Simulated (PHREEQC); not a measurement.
A PHREEQC input (ion-association model, phreeqc.dat):

```
SOLUTION 1
  temp 25
  units mg/kgw
  pH 6.2
  pe 10.8
  Na 0.347
  K 2.28
  Ca 0.307
  Mg 2.1
  Cl 4.46
  S(6) 0.699 as SO4
  Alkalinity 7.05 as HCO3
  Cd 0.0115
END
USE solution 7
EQUILIBRIUM_PHASES 1
  Gypsum 0 0
  CO2(g) -3.4 10
END
```

It stops with these messages:

```
ERROR: Solution 7 not found.
```

The fault: USE names a solution that was never defined. The line should read `USE solution 1` where the input has `USE solution 7`. With the mend the run ends at pH 7.27 and ionic strength 0.000360 mol/kgw.
